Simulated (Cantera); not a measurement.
## HMDSO + N2O + H2 (silicon oxide and oxynitride deposition)

Feed: 1 mol HMDSO, 0.21 mol N2O, 0.82 mol H2, at 4.40 mbar.

Equilibrium computed with Cantera from the NASA thermochemical tables; the gas is ideal and each condensed phase is pure. Candidate condensed phases: C, C6H6, C7H8, C8H18, H2O, Si, SiC, SiO2, Si2N2O, Si3N4; 151 gas species. The feed counts by its element totals alone. Mutual solubility and eutectic melting of coexisting phases are not modelled. The tables hold silica as quartz up to 1696 K and as liquid above; real silica turns to tridymite and cristobalite and melts near 1996 K. The numbers say what is thermodynamically allowed, not how fast it happens.

```json
[
 {"T (°C)": "775", "log p H2": "-2.36", "log p CO": "-6.18", "log p N2": "-9.54", "log p H": "-9.29", "log p HCN": "-10.91", "n C(graphite)": "4.92", "n SiC(s)": "1.08", "n SiO2(β-quartz)": "0.499", "n Si2N2O(s)": "0.210"},
 {"T (°C)": "875", "log p H2": "-2.36", "log p CO": "-4.86", "log p N2": "-7.90", "log p H": "-8.32", "log p HCN": "-9.52", "n C(graphite)": "4.87", "n SiC(s)": "1.10", "n SiO2(β-quartz)": "0.485", "n Si2N2O(s)": "0.210"},
 {"T (°C)": "975", "log p H2": "-2.37", "log p CO": "-3.76", "log p N2": "-6.53", "log p H": "-7.52", "log p HCN": "-8.36", "n C(graphite)": "4.31", "n SiC(s)": "1.28", "n SiO2(β-quartz)": "0.298", "n Si2N2O(s)": "0.209"},
 {"T (°C)": "1075", "log p H2": "-2.40", "log p CO": "-3.38", "log p N2": "-4.81", "log p H": "-6.84", "log p HCN": "-7.10", "n C(graphite)": "3.31", "n SiC(s)": "1.66", "n SiO2(β-quartz)": "0", "n Si2N2O(s)": "0.171"},
 {"T (°C)": "1175", "log p H2": "-2.42", "log p CO": "-3.33", "log p N2": "-4.09", "log p H": "-6.24", "log p HCN": "-6.39", "n C(graphite)": "2.79", "n SiC(s)": "2.00", "n SiO2(β-quartz)": "0", "n Si2N2O(s)": "0"},
 {"T (°C)": "1275", "log p H2": "-2.42", "log p CO": "-3.33", "log p N2": "-4.09", "log p H": "-5.72", "log p HCN": "-6.08", "n C(graphite)": "2.79", "n SiC(s)": "2.00", "n SiO2(β-quartz)": "0", "n Si2N2O(s)": "0"},
 {"T (°C)": "1375", "log p H2": "-2.42", "log p CO": "-3.33", "log p N2": "-4.09", "log p H": "-5.26", "log p HCN": "-5.82", "n C(graphite)": "2.79", "n SiC(s)": "2.00", "n SiO2(β-quartz)": "0", "n Si2N2O(s)": "0"},
 {"T (°C)": "1475", "log p H2": "-2.42", "log p CO": "-3.33", "log p N2": "-4.09", "log p H": "-4.85", "log p HCN": "-5.58", "n C(graphite)": "2.79", "n SiC(s)": "1.99", "n SiO2(β-quartz)": "0", "n Si2N2O(s)": "0"},
 {"T (°C)": "1575", "log p H2": "-2.42", "log p CO": "-3.33", "log p N2": "-4.10", "log p H": "-4.49", "log p HCN": "-5.37", "n C(graphite)": "2.79", "n SiC(s)": "1.99", "n SiO2(β-quartz)": "0", "n Si2N2O(s)": "0"},
 {"T (°C)": "1675", "log p H2": "-2.42", "log p CO": "-3.33", "log p N2": "-4.11", "log p H": "-4.16", "log p HCN": "-5.19", "n C(graphite)": "2.78", "n SiC(s)": "1.99", "n SiO2(β-quartz)": "0", "n Si2N2O(s)": "0"}
]
```
log p: log10 of the partial pressure in bar; n: condensed amount in mol.

From 775 °C to 975 °C the condensed part is C(graphite) + SiC(s) + SiO2(β-quartz) + Si2N2O(s). At 1075 °C the condensed part is C(graphite) + SiC(s) + Si2N2O(s). From 1175 °C to 1675 °C the condensed part is C(graphite) + SiC(s). The main Si-bearing gas is SiO throughout.
